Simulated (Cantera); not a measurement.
Feed: 1 mol B, 0.17 mol H₂O, held at 33.8 Torr.

Equilibrium computed with Cantera from the NASA thermochemical tables; the gas is ideal and each condensed phase is pure. Candidate condensed phases: B, B₂O₃, B₃O₃H₃, H₂O; 23 gas species. Mutual solubility and eutectic melting of coexisting phases are not modelled. Rates play no part.

Problem. What share of the B ends up in condensed phases as a function of T (K), at 875, 1025, 1175, 1325, 1475, 1625, 1775, 1925, 2075, 2225, 2375?

Solution. 
```
T (K)  B condensed (%)              as
-----  ---------------  --------------
875               99.9  B(s) + B₂O₃(l)
1025              99.9  B(s) + B₂O₃(l)
1175              99.9  B(s) + B₂O₃(l)
1325              99.9  B(s) + B₂O₃(l)
1475              99.6  B(s) + B₂O₃(l)
1625              98.0  B(s) + B₂O₃(l)
1775              84.9  B(s) + B₂O₃(l)
1925              83.8            B(s)
2075              83.4            B(s)
2225              83.1            B(s)
2375              82.9            B(l)
```
